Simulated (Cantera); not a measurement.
Cantera run:

```python
import numpy as np
import cantera as ct

gas_names = """
    Cr CrO CrO2 CrO3 H HO2 H2 H2O H2O2 O OH O2 O3
""".split()
cond_names = """
    Cr(cr) Cr(L) Cr2O3(s) Cr2O3(L) H2O(s) H2O(L)
""".split()


# ... load() reads the species with a 1 bar reference pressure and builds the phases ...
atoms = {
    'Cr2O3': {'Cr': 2, 'O': 3},
    'H2': {'H': 2},
    'H2O': {'H': 2, 'O': 1},
}
top_T = {}  # K; cautious upper limits of use, not melting points


# ... equilibrate(T, P, feed) seeds the gas with the atoms and calls Mixture.equilibrate('TP', solver="vcs", rtol=1e-11, max_steps=5000) ...
results = []
feed = {'Cr2O3': 1, 'H2': 3.1, 'H2O': 0.051}  # mol
P = 580  # Pa
for T in [925, 1025, 1125, 1225, 1325, 1425, 1525, 1625, 1725, 1825, 1925]:
    mix = equilibrate(T, P, feed)
    results.append((T, P, feed, dict(zip(mix.species_names, mix.species_moles))))

top = {s: max(r[3][s] / sum(r[3][g] for g in gas_names) for r in results) for s in gas_names}
cols = sorted((s for s in top if top[s] > 0.001), key=lambda s: -top[s])[:7]
seen = [c for c in cond_names if any(r[3].get(c, 0) > 1e-12 for r in results)]
print("log10 of partial pressures in bar; condensed amounts in mol")
print(f"{'T/K':>10s}" + "".join(f"{s[:9]:>10s}" for s in cols + seen))
for T, P, feed, n in results:
    ng = sum(n[g] for g in gas_names)
    print(f"{T:10.4g}" + "".join(f"{np.log10(max(n[s] / ng * P / 1e5, 1e-99)):10.3f}" for s in cols)
          + "".join(f"{n.get(c, 0):10.4g}" for c in seen))
```

Output:

```
log10 of partial pressures in bar; condensed amounts in mol
       T/K        H2       H2O        Cr         H  Cr2O3(s)
       925    -2.244    -4.027   -20.454   -10.706         1
      1025    -2.244    -4.027   -17.241    -9.483         1
      1125    -2.244    -4.027   -14.611    -8.474         1
      1225    -2.244    -4.027   -12.420    -7.628         1
      1325    -2.244    -4.027   -10.567    -6.908         1
      1425    -2.244    -4.027    -8.981    -6.288         1
      1525    -2.244    -4.027    -7.609    -5.748         1
      1625    -2.244    -4.025    -6.413    -5.274    0.9999
      1725    -2.245    -4.001    -5.395    -4.854    0.9989
      1825    -2.251    -3.891    -4.630    -4.481    0.9935
      1925    -2.264    -3.686    -4.121    -4.152    0.9785
```

Equilibrium computed with Cantera from the NASA thermochemical tables; the gas is ideal and each condensed phase is pure.
